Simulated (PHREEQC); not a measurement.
A column of 0.2 m (30 cells, dispersivity 0.01 m, 720 s a shift, diffusion coefficient 3e-10 m²/s) holds 0.039 eq of the database's cation exchanger X per kg of pore water, first in equilibrium with 0.017 mol/kgw LiCl and 1e-05 mol/kgw HCl. It is flushed with 0.0033 mol BaCl2, 0.069 mol LiCl and 1e-05 mol HCl per kg of water, at 15 °C. Values are for the last cell. No CO2 enters from the air. Nothing may precipitate in this run.

All values are PHREEQC results (ion-association model, phreeqc.dat), not measurements.

| pore volumes | Ba in solution (mol/kgw) | Li in solution (mol/kgw) | Cl in solution (mol/kgw) | BaX2 on the exchanger (mol/kgw) |
|---|---|---|---|---|
| 0 | 0 | 0.0170 | 0.0170 | 0 |
| 0.2833 | 0 | 0.0170 | 0.0170 | 0 |
| 0.4167 | 0 | 0.0172 | 0.0172 | 0 |
| 0.6833 | 0 | 0.0253 | 0.0253 | 0 |
| 0.8167 | 0 | 0.0352 | 0.0353 | 0 |
| 1.083 | 0 | 0.0557 | 0.0557 | 0 |
| 1.217 | 0 | 0.0629 | 0.0629 | 0 |
| 1.483 | 0 | 0.0711 | 0.0711 | 0 |
| 1.75 | 0 | 0.0741 | 0.0742 | 0 |
| 1.883 | 0 | 0.0748 | 0.0748 | 0 |
| 2.15 | 0 | 0.0754 | 0.0754 | 0 |
| 2.283 | 0 | 0.0755 | 0.0755 | 0 |
| 2.55 | 0 | 0.0756 | 0.0756 | 0 |
| 2.817 | 0 | 0.0756 | 0.0756 | 1.97e-13 |
| 2.95 | 2.89e-14 | 0.0756 | 0.0756 | 1.13e-12 |
| 3.217 | 8.71e-13 | 0.0756 | 0.0756 | 3.41e-11 |
| 3.35 | 4.64e-12 | 0.0756 | 0.0756 | 1.82e-10 |
| 3.617 | 1.27e-10 | 0.0756 | 0.0756 | 4.99e-9 |
| 3.75 | 6.60e-10 | 0.0756 | 0.0756 | 2.58e-8 |
| 4.017 | 1.75e-8 | 0.0756 | 0.0756 | 6.84e-7 |

Species that the database lacks are ignored.
